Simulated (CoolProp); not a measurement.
Aqueous magnesium chloride as a coolant, at 11 °C, 1 atm.

Model: Melinder's fits for secondary coolants, in CoolProp.

```tsv
mass %	freezing point (°C)	density (kg/m³)	Prandtl number	conductivity (W/(m K))	cp (kJ/(kg K))
5.8	-3.6	1049	10.6	0.571	3.837
8.6	-6.4	1074	11.6	0.564	3.673
11.4	-10.4	1099	13.4	0.557	3.515
14.2	-15.2	1124	15.2	0.549	3.365
17	-21.0	1150	16.8	0.541	3.225
19.8	-28.1	1177	19.5	0.533	3.094
22.5	-37.4	1205	30.7	0.524	2.974
25.3	-52.1	1238	114	0.509	2.848
28.1	-75.8	1280	2340	0.485	2.706
```
